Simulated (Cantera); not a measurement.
Input (Python, Cantera) and output of one run.

```python
import numpy as np
import cantera as ct

gas_names = [...]  # 113 gases of nasa_gas.yaml made of C, H, O, Ti
cond_names = """
    C(gr) C6H6(L) C7H8(L) C8H18(L),n-octa H2O(s) H2O(L) Ti(a) Ti(b) Ti(L) TiC(s) TiC(L) TiO(a) TiO(b)
    TiO(L) TiO2(ru) TiO2(L) Ti2O3(a) Ti2O3(b) Ti2O3(L) Ti3O5(a) Ti3O5(b) Ti3O5(L) Ti4O7(s) Ti4O7(L)
""".split()


# ... load() reads the species with a 1 bar reference pressure and builds the phases ...
atoms = {
    'Ti(OiPr)4': {'Ti': 1, 'C': 12, 'H': 28, 'O': 4},
    'H2': {'H': 2},
}
top_T = {'C(gr)': 4500}  # K; cautious upper limits of use, not melting points


# ... equilibrate(T, P, feed) seeds the gas with the atoms and calls Mixture.equilibrate('TP', solver="vcs", rtol=1e-11, max_steps=5000) ...
results = []
feed = {'Ti(OiPr)4': 1, 'H2': 5.5}  # mol
T = 1423.15  # K
P = 17000  # Pa
mix = equilibrate(T, P, feed)
results.append((T, P, feed, dict(zip(mix.species_names, mix.species_moles))))
print(gas.report(threshold=1e-06))
for i in range(1, mix.n_phases):
    print(f"{mix.phase(i).name:16s} {mix.phase_moles(i):12.5e} mol")
```

Output:

```
       temperature   1423.2 K
          pressure   17000 Pa
           density   0.0092642 kg/m^3
  mean mol. weight   6.4483 kg/kmol
   phase of matter   gas

                          1 kg             1 kmol
                     ---------------   ---------------
          enthalpy        2.3878e+06        1.5397e+07  J
   internal energy        5.5281e+05        3.5647e+06  J
           entropy             32198        2.0762e+05  J/K
    Gibbs function       -4.3435e+07       -2.8008e+08  J
 heat capacity c_p            5048.9             32557  J/K
 heat capacity c_v            3759.5             24242  J/K

                      mass frac. Y      mole frac. X     chem. pot. / RT
                     ---------------   ---------------   ---------------
               CH4         0.0011068        0.00044486           -42.913
                CO           0.73937           0.17021           -39.485
               CO2        4.5716e-05        6.6985e-06           -76.878
    C2H2,acetylene        1.1519e-05        2.8526e-06           -24.596
                 H        2.2978e-06          1.47e-05           -10.205
                H2           0.25925           0.82924            -20.41
               H2O        0.00020667        7.3976e-05           -57.802
     [ +106 minor]        1.5557e-06        4.2978e-07

C(gr)             6.99130e+00 mol
Ti(b)             0.00000e+00 mol
TiC(s)            1.00000e+00 mol
TiO(b)            0.00000e+00 mol
TiO2(ru)          0.00000e+00 mol
Ti2O3(b)          0.00000e+00 mol
Ti3O5(b)          0.00000e+00 mol
Ti4O7(s)          0.00000e+00 mol
```

Equilibrium computed with Cantera from the NASA thermochemical tables; the gas is ideal and each condensed phase is pure. The feed counts by its element totals alone. TiC: taken at fixed stoichiometry.
